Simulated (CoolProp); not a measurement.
Aqueous magnesium chloride as a coolant, 14 % by mass, freezing at -14.9 °C, 1 atm.

Computed with CoolProp (Melinder's fits for secondary coolants).

| T (°C) | cp (kJ/(kg K)) | density (kg/m³) | viscosity (mPa s) | Prandtl number |
|---|---|---|---|---|
| -6.3 | 3.336 | 1127 | 4.34 | 27.9 |
| -2.3 | 3.345 | 1126 | 3.77 | 24.0 |
| 1.6 | 3.355 | 1125 | 3.31 | 20.8 |
| 5.6 | 3.364 | 1124 | 2.90 | 18.1 |
| 9.5 | 3.372 | 1123 | 2.57 | 15.9 |
| 13.5 | 3.381 | 1121 | 2.28 | 13.9 |
| 17.5 | 3.390 | 1120 | 2.03 | 12.2 |
| 21.4 | 3.398 | 1119 | 1.81 | 10.8 |
| 25.4 | 3.407 | 1117 | 1.61 | 9.53 |
| 29.3 | 3.415 | 1115 | 1.43 | 8.42 |
| 33.3 | 3.424 | 1114 | 1.27 | 7.40 |
| 37.3 | 3.432 | 1112 | 1.12 | 6.49 |
